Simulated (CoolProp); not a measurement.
Properties of isopentane along the isobar 4190 kPa (Tc = 460.3 K, pc = 3378 kPa, ω = 0.227).

Model: reference Helmholtz-energy equation of state, Lemmon 2006, in CoolProp. It is a short technical equation, of lower accuracy than the large ones.

```tsv
T (K)	phase	cp (kJ/(kg K))	cv (kJ/(kg K))	isothermal compressibility (1/MPa)	conductivity (mW/(m K))	fugacity coefficient
368.9	liquid	2.652	(withheld)	0.005193	84.5	0.1580
379.8	liquid	2.725	2.044	0.006202	81.4	0.1932
390.7	liquid	2.805	2.090	0.007541	(withheld)	0.2326
401.6	liquid	2.893	2.137	0.009379	75.1	0.2759
412.6	liquid	2.994	2.185	0.01204	71.9	0.3232
423.5	liquid	(withheld)	2.234	0.01607	68.7	0.3732
434.4	liquid	3.268	2.285	0.02277	(withheld)	0.4256
445.4	liquid	3.492	2.340	0.03569	(withheld)	0.4803
456.3	liquid	3.897	2.402	0.06747	59.6	0.5350
467.2	supercritical	5.220	2.493	0.2210	58.3	0.5885
478.1	supercritical	8.061	2.609	1.125	58.6	0.6346
489.1	supercritical	4.407	2.569	0.6141	51.5	0.6677
500	supercritical	3.667	2.569	0.4741	50.1	0.6945
```

Problem. What belongs in the gaps?

Solution. 
- 368.9, cv (kJ/(kg K)): 1.998
- 390.7, conductivity (mW/(m K)): 78.3
- 423.5, cp (kJ/(kg K)): 3.114
- 434.4, conductivity (mW/(m K)): 65.5
- 445.4, conductivity (mW/(m K)): 62.4

The peak of cp marks the crossing from liquid-like to gas-like fluid above the critical point.

Thermal conductivity comes from a separate model (Vassiliou 2015).
